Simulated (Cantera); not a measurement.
**Moist CO burnout**

A perfectly stirred reactor is fed with CO : O₂ : H₂O : N₂ = 0.0065 : 0.26 : 0.0071 : 1 (molar parts), equivalence ratio 0.012, at 13300 Pa; it is held at 1500 K, and followed from long to short residence time.

Detailed kinetics in Cantera: GRI-Mech 3.0 (53 species, 325 reactions).

```tsv
τ (s)	x CO	x O₂	x H₂O	x N₂O	x HO₂
2.1	4.40e-5	0.202	0.00551	2.13e-7	1.46e-7
1.0	7.26e-5	0.202	0.00549	2.32e-7	2.10e-7
0.49	0.000117	0.202	0.00546	2.39e-7	2.93e-7
0.24	0.000190	0.202	0.00543	2.36e-7	3.98e-7
0.12	0.000304	0.202	0.00539	2.25e-7	5.20e-7
0.058	0.000498	0.202	0.00534	2.08e-7	6.59e-7
0.028	0.000818	0.201	0.00529	1.86e-7	7.90e-7
0.014	0.00131	0.201	0.00525	1.59e-7	8.78e-7
0.0068	0.00211	0.202	0.00525	1.20e-7	8.86e-7
```
x: mole fraction; the columns are a selection and need not sum to one.
